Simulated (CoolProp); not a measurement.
Properties of dimethyl carbonate at several states (Tc = 557.0 K, pc = 4.909 MPa, ω = 0.346).

The numbers come from the reference Helmholtz-energy equation of state, Zhou 2011 in CoolProp.

| T (K) | p (MPa) | phase | density (kg/m³) | cv (kJ/(kg K)) | Joule-Thomson coefficient (K/MPa) | isothermal compressibility (1/MPa) | fugacity coefficient |
|---|---|---|---|---|---|---|---|
| 473.8 | 0.169 | gas | 3.944 | 1.529 | 10.44 | 6.041 | 0.9802 |
| 457.4 | 0.32 | gas | 7.926 | 1.498 | 12.05 | … | 0.9580 |
| 307.8 | 0.77 | liquid | 1051 | … | -0.3148 | 0.0009584 | 0.01550 |
| 295.5 | 0.0973 | liquid | 1067 | 1.342 | -0.3249 | 0.0008733 | 0.06506 |
| 295.6 | 1.27 | liquid | 1068 | 1.343 | -0.3259 | 0.0008649 | 0.005216 |
| 469.5 | 0.346 | gas | 8.347 | 1.526 | … | 3.027 | 0.9582 |

### Question
What belongs in the gaps?

### Answer

- 457.4, isothermal compressibility (1/MPa): 3.274
- 307.8, cv (kJ/(kg K)): 1.356
- 469.5, Joule-Thomson coefficient (K/MPa): 11.15
